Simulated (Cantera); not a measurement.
Cantera run, input and output.

```python
import numpy as np
import cantera as ct

gas = ct.Solution("gri30.yaml")
gas.TPX = 1650, 680000, {'CO': 1, 'H2': 0.19, 'O2': 0.248, 'N2': 0.932}
reactor = ct.IdealGasConstPressureReactor(gas, energy="on", clone=False)
net = ct.ReactorNet([reactor])
net.rtol, net.atol = 1e-08, 1e-16
show = ['CO', 'H2', 'O2', 'N2O', 'OH', 'NO']
times = np.geomspace(1e-06, 0.4, 10)

steps = ct.SolutionArray(gas, extra=["t"])
rows = []
print(f"{'t/s':>10s}{'T/K':>9s}{'P/Pa':>11s}" + "".join(f"{s:>11s}" for s in show))
for t in times:
    while net.time < t:
        t_next = net.step()
        steps.append(gas.state, t=t_next)
    rows.append([np.interp(t, steps.t, y) for y in (steps.T, steps.P, *steps(*show).X.T)])
    print(f"{t:10.3e}{rows[-1][0]:9.1f}{rows[-1][1]:11.4g}" + "".join(f"{x:11.3e}" for x in rows[-1][2:]))
rate = np.gradient(steps.T, steps.t)
print("integrator steps:", len(steps.t))
if steps.T.max() > steps.T[0] + 200:
    print(f"time of steepest temperature rise: {steps.t[rate.argmax()]:.4e} s")
gas.TPX = 1650, 680000, {'CO': 1, 'H2': 0.19, 'O2': 0.248, 'N2': 0.932}
gas.equilibrate("HP")
print(f"equilibrium (HP): T = {gas.T:.1f} K  " + "  ".join(f"{s} {gas[s].X[0]:.3e}" for s in show))
```

Result:

```
       t/s      T/K       P/Pa         CO         H2         O2        N2O         OH         NO
 1.000e-06   1650.3    6.8e+05  4.219e-01  7.997e-02  1.045e-01  2.745e-10  3.032e-05  9.774e-12
 4.192e-06   2313.7    6.8e+05  3.306e-01  1.844e-02  1.812e-02  2.493e-07  1.353e-02  6.250e-05
 1.758e-05   2865.6    6.8e+05  3.191e-01  1.813e-02  6.442e-03  3.197e-07  1.165e-02  4.653e-04
 7.368e-05   2980.3    6.8e+05  3.153e-01  1.786e-02  3.186e-03  3.819e-07  8.735e-03  1.604e-03
 3.089e-04   2972.1    6.8e+05  3.161e-01  1.808e-02  2.923e-03  4.223e-07  8.387e-03  3.580e-03
 1.295e-03   2970.2    6.8e+05  3.163e-01  1.812e-02  2.873e-03  4.351e-07  8.318e-03  3.994e-03
 5.429e-03   2970.2    6.8e+05  3.163e-01  1.812e-02  2.873e-03  4.351e-07  8.318e-03  3.994e-03
 2.276e-02   2970.2    6.8e+05  3.163e-01  1.812e-02  2.873e-03  4.351e-07  8.318e-03  3.994e-03
 9.541e-02   2970.2    6.8e+05  3.163e-01  1.812e-02  2.873e-03  4.351e-07  8.318e-03  3.994e-03
 4.000e-01   2970.2    6.8e+05  3.163e-01  1.812e-02  2.873e-03  4.351e-07  8.318e-03  3.994e-03
integrator steps: 1147
time of steepest temperature rise: 2.3688e-06 s
equilibrium (HP): T = 2970.2 K  CO 3.163e-01  H2 1.812e-02  O2 2.873e-03  N2O 4.351e-07  OH 8.318e-03  NO 3.994e-03
```

Cantera simulation using GRI-Mech 3.0 (53 species, 325 reactions); the numbers are that mechanism's predictions, not measurements. The hydrogen kinetics of GRI-Mech 3.0 are dated; newer H2 mechanisms differ, most at raised pressure.
